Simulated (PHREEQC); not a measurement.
Dissolve 0.3 mol AgF and 0.062 mol HNO3 per kg of water at 20 °C. It is in equilibrium with CO2 at log p = 0 (atm). Otherwise closed; pH follows from the charge balance.

Model: ion-association model, wateq4f.dat, run in PHREEQC.

```tsv
quantity	before	after
pH	3.66	4.27
ionic strength (mol/kgw)	0.247	0.275
Ag+ (mol/kgw)	0.247	0.275
F- (mol/kgw)	0.167	0.188
NO3- (mol/kgw)	0.0585	0.0586
AgF (mol/kgw)	0.0496	0.0216
SI of Ag2CO3 (Ag2CO3)	-1.14	-1.52
SI of Ag2O (Ag2O)	-6.88	-4.10
```

Question: What was changed between the two runs?
A) diluted 2-fold with water
B) HNO3 from 0.062 to 0.0558 mol/kgw
C) temperature from 20 to 90 °C
D) HNO3 from 0.062 to 0.31 mol/kgw
E) HNO3 replaced by Ba(NO3)2 at the same molality

Answer: C, temperature from 20 to 90 °C

No solid was allowed to form. Away from 25 °C the constants follow the database's enthalpies or fits; those with neither stay at their 25 °C values.
